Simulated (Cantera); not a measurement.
Feed: 1 mol SiH₂Cl₂, 0.18 mol Cl₂, 15 mol N₂, at 1330 Pa.

Equilibrium computed with Cantera from the NASA thermochemical tables; the gas is ideal and each condensed phase is pure. Candidate condensed phases: NH₄Cl, Si, Si₃N₄; 28 gas species. N₂ is the only nitrogen source here; it is nearly inert below about 1500 K, so the nitride shown seldom forms there in practice. The tables' values for SiCl₃ are old estimates; treat these amounts as uncertain. Kinetics and transport are ignored. All values below are at 1373 K.

Base state: N₂ 0.877, HCl 0.0901, H₂ 0.0154, SiCl₄ 0.00756, SiCl₂ 0.00623, SiCl₃ 0.00319, SiHCl₃ 8.15e-5, Cl 1.74e-5 (mole fractions); condensed: Si₃N₄(s).

### Question
What changes in the equilibrium state with this change: Cl₂ from 0.18 to 0.0057 mol?

### Answer
```tsv
species	before	after
N₂	0.877	0.884
HCl	0.0901	0.0866
H₂	0.0154	0.0177
SiCl₄	0.00756	0.00482
SiCl₂	0.00623	0.00496
SiCl₃	0.00319	0.00228
SiHCl₃	8.15e-5	6.25e-5
Si₃N₄(s), mol	0.239	0.267
```
